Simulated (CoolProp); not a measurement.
Vapour pressure (MPa) of o-xylene: the reference equation beside estimates from Tc = 630.3 K, pc = 3.737 MPa, ω = 0.312. Clausius-Clapeyron is anchored at 464.1 K with a constant enthalpy of vaporisation of 33.08 kJ/mol.

Computed with CoolProp (reference Helmholtz-energy equation of state, Zhou 2012).

```
T (K)  reference  Lee-Kesler  Clausius-Clapeyron  van der Waals  Redlich-Kwong  Soave-Redlich-Kwong
-----  ---------  ----------  ------------------  -------------  -------------  -------------------
464.1     0.3017      0.3034              0.3017         0.9653         0.4941               0.3034
466.3     0.3157      0.3177              0.3141              ?         0.5128               0.3176
468.4     0.3295      0.3317              0.3264          1.010         0.5311               0.3318
470.6     0.3445      0.3470              0.3396          1.033         0.5508               0.3470
472.8     0.3600      0.3627              0.3532          1.057         0.5710               0.3629
475       0.3760           ?              0.3672          1.081         0.5918               0.3792
477.1     0.3918      0.3950              0.3810          1.104         0.6120               0.3954
479.3          ?      0.4124              0.3959          1.129         0.6338               0.4128
481.5     0.4265      0.4303              0.4112          1.154         0.6561               0.4309
483.6     0.4439      0.4479              0.4262          1.178         0.6779               0.4487
485.8     0.4626      0.4670              0.4424              ?         0.7013                    ?
488       0.4820      0.4867              0.4590          1.230         0.7252               0.4877
490.2     0.5019      0.5069              0.4761          1.256         0.7497               0.5082
492.3     0.5216      0.5269                   ?              ?         0.7736               0.5283
494.5     0.5428      0.5484              0.5110          1.309         0.7992               0.5501
```

Task: Fill in the missing entries.

Result: 
- 466.3, van der Waals: 0.9880
- 475, Lee-Kesler: 0.3790
- 479.3, reference: 0.4089
- 485.8, van der Waals: 1.204
- 485.8, Soave-Redlich-Kwong: 0.4679
- 492.3, Clausius-Clapeyron: 0.4929
- 492.3, van der Waals: 1.282

Absolute difference from the reference over all 15 rows, mean and median: Lee-Kesler 0.8 and 0.9 %, Clausius-Clapeyron 3.1 and 3.2 %, van der Waals 177.8 and 176.1 %, Redlich-Kwong 55.2 and 55.0 %, Soave-Redlich-Kwong 1.0 and 1.0 %.
